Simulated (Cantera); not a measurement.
**Equilibrium for silicon oxide and oxynitride deposition: Si2H6 + H2O**

Feed: 1 mol Si2H6, 0.2 mol H2O, equilibrated at 48.8 Torr.

Method: chemical equilibrium by Gibbs-energy minimisation in Cantera with the NASA 1993 tables (ideal gas, pure condensed phases). Candidate condensed phases: H2O, Si, SiO2; 18 gas species. The feed counts by its element totals alone. Mutual solubility and eutectic melting of coexisting phases are not modelled. The tables hold silica as quartz up to 1696 K and as liquid above; real silica turns to tridymite and cristobalite and melts near 1996 K. Gases not in the tables: Si2H6 and higher silanes. Rates play no part.

```tsv
T (K)	log p H2	log p SiO	log p H	log p Si	n Si(s)	n SiO2(α-quartz)	n SiO2(β-quartz)	n Si(l)
773	-1.19	<-13	-12.64	<-13	1.90	0.100	0	0
973	-1.19	-9.79	-9.56	<-13	1.90	0	0.100	0
1173	-1.19	-6.62	-7.52	-12.31	1.90	0	0.1000	0
1373	-1.19	-4.39	-6.07	-9.41	1.90	0	0.0990	0
1573	-1.20	-2.74	-4.99	-7.26	1.85	0	0.0535	0
1773	-1.21	-2.42	-4.15	-5.67	0	0	0	1.80
1973	-1.22	-2.42	-3.48	-4.50	0	0	0	1.80
```
log p: log10 of the partial pressure in bar; n: condensed amount in mol.

At 773 K the condensed part is Si(s) + SiO2(α-quartz). From 973 K to 1573 K the condensed part is Si(s) + SiO2(β-quartz). From 1773 K to 1973 K the condensed part is Si(l). The main Si-bearing gas is SiH4 at 773 K and SiO at 1973 K.
